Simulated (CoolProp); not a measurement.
The fluid at 859.8 K and 44.3 MPa flows at 15 m/s in a round tube of 1 mm bore and 0.25 µm roughness, fully developed (64/Re and Nu = 3.66 if laminar; Colebrook and Gnielinski if turbulent). The same conditions are run with several fluids, on thermodynamics alone (safety and materials aside).

Values from CoolProp's reference Helmholtz-energy equation of state of each fluid (water: Wagner 2002; carbon dioxide: Span 1996; nitrogen: Span 2000; normal hydrogen: Leachman 2009; dry air: Lemmon 2000). Blends and air are pseudo-pure fits.

```
fluid            Reynolds number  Darcy friction factor  pressure drop (Pa/m)  heat-transfer coefficient (W/(m² K))  mass flow (kg/h)
---------------  ---------------  ---------------------  --------------------  ------------------------------------  ----------------
water                      58200                 0.0211                347000                                 21900              6.18
carbon dioxide             87500                    ___                545000                                   ___               ___
nitrogen                     ___                 0.0214                355000                                   ___              6.25
normal hydrogen              ___                 0.0321                 41000                                 11200             0.482
dry air                    54900                 0.0214                371000                                   ___              6.53
```

Question: Some entries are withheld; supply them.

Answer: 
- carbon dioxide, Darcy friction factor: 0.0197
- carbon dioxide, heat-transfer coefficient (W/(m² K)): 12900
- carbon dioxide, mass flow (kg/h): 10.5
- nitrogen, Reynolds number: 54700
- nitrogen, heat-transfer coefficient (W/(m² K)): 7860
- normal hydrogen, Reynolds number: 9060
- dry air, heat-transfer coefficient (W/(m² K)): 8030

Transport values come from each fluid's own correlations.
